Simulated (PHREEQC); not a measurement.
Consider water at 25 °C with 29 mmol/kgw NH3, 0.28 mmol/kgw H4SiO4 and 130 mmol/kgw K3PO4. Closed to the air; pH follows from the charge balance.

The numbers come from PHREEQC with the ion-association model, wateq4f.dat.

```tsv
quantity	before	after
pH	12.15	11.05
ionic strength (mol/kgw)	0.728	0.00537
PO4-3 (mol/kgw)	0.106	8.92e-5
HPO4-2 (mol/kgw)	0.0208	0.00120
KHPO4- (mol/kgw)	0.00272	6.70e-6
H3SiO4- (mol/kgw)	0.000216	2.63e-6
SI of Quartz (SiO2)	-2.20	-2.85
```

### Question
Which change was made?
A) diluted 100-fold with water
B) temperature from 25 to 70 °C
C) temperature from 25 to 80 °C
D) temperature from 25 to 85 °C

### Answer
A, diluted 100-fold with water

Precipitation was switched off in this run. The ionic strength passes 0.7 mol/kgw, the rough limit of the ion-association models, in before. H3PO4, which wateq4f.dat lacks, is added to it with the constant of phreeqc.dat.
